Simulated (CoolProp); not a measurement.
Values from CoolProp's reference Helmholtz-energy equation of state, Akasaka 2022.

For R1233zd(E), give the phase and the density (kg/m³), cp (kJ/(kg K)), cv (kJ/(kg K)), isothermal compressibility (1/MPa) at 390.7 K and 3810 kPa.


- 390.7 K and 3810 kPa: liquid; density 1010, cp 1.43, cv 0.938, isothermal compressibility 0.0108
